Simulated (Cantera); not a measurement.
A perfectly stirred reactor is fed with NH₃ : N₂ = 1 : 9.7 (molar parts), at 0.0267 bar; it is held at 1573 K, and followed from long to short residence time.

Computed with Cantera and the gas-phase N/H chemistry of the illustrative SiF4/NH3 mechanism in the Surface Chemkin manual (1991). Walls and surfaces, which speed up NH3 decomposition in real reactors, are not modelled.

### Question
What does this change do: temperature 1573 to 2250 K?

### Answer
```
quantity                  before     after
----------------------  --------  --------
x(NH₃) at τ = 0.750 s     0.0926    0.0105
x(N₂) at τ = 0.750 s       0.906     0.875
x(N₂H₄) at τ = 0.750 s   3.31e-9  7.42e-11
x(NH) at τ = 0.750 s     2.84e-7   2.36e-5
x(NH₂) at τ = 0.750 s    5.56e-5  0.000190
x(NH₃) at τ = 19.0 ms     0.0935    0.0758
x(N₂) at τ = 19.0 ms       0.907     0.900
x(N₂H₄) at τ = 19.0 ms  7.27e-12   2.01e-9
x(NH) at τ = 19.0 ms     1.67e-9   3.97e-5
x(NH₂) at τ = 19.0 ms    2.61e-6  0.000991
```
